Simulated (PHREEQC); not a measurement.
Make-up at 23 °C: 0.044 mmol/kgw LiOH, 0.0008 mmol/kgw Na2SiO3 and 0.056 mmol/kgw K2CO3. Closed to the air; pH follows from the charge balance.

All values are PHREEQC results (Pitzer model, pitzer.dat), not measurements.

This is a speciation only: nothing precipitates in the calculation.

**Question.** Estimate the pH, osmotic coefficient.

**Answer.** pH 9.98; osmotic coefficient 0.994.

**Question.** In which forms is Si present?

**Answer.** H3SiO4- 57 %, H4SiO4 43 % of the Si.
